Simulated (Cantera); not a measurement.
Feed: 1 mol SiH2Cl2, 0.1 mol HCl, 190 mol H2, at 10.0 mbar.

These are equilibrium values from Cantera (NASA tables, ideal gas, pure condensed phases), not measurements of a reactor. Candidate condensed phases: Si; 19 gas species. The tables' values for SiCl are old estimates; treat these amounts as uncertain. Gases not in the tables: Si2H6 and higher silanes. The numbers say what is thermodynamically allowed, not how fast it happens.

log p: log10 of the partial pressure in bar; n: condensed amount in mol.

```
T (K)  log p H2  log p H  log p HCl  log p Si  log p SiCl2  n Si(s)   n Si(l)
-----  --------  -------  ---------  --------  -----------  -------  --------
1473      -2.00    -5.90      -3.99     -8.26        -5.48    0.935         0
1548      -2.00    -5.51      -3.99     -7.50        -5.45    0.931         0
1623      -2.00      [?]      -3.99       [?]        -5.44    0.924         0
1698      -2.01    -4.84      -3.99     -6.18        -5.43        0     0.908
1773      -2.01    -4.55      -3.99     -5.67        -5.47        0     0.879
1848      -2.01    -4.28      -3.99     -5.20        -5.51        0     0.790
1923      -2.01      [?]      -3.99       [?]        -5.56        0       [?]
1998      -2.01    -3.80      -4.00     -4.37        -5.60        0  0.000891
2073      -2.02    -3.59      -3.99     -4.34        -5.96        0         0
2148      -2.03    -3.39      -3.99     -4.33        -6.33        0         0
```

What belongs in the gaps?


- 1923, log p H: -4.03
- 1923, log p Si: -4.77
- 1923, n Si(l): 0.557
- 1623, log p H: -5.16
- 1623, log p Si: -6.81
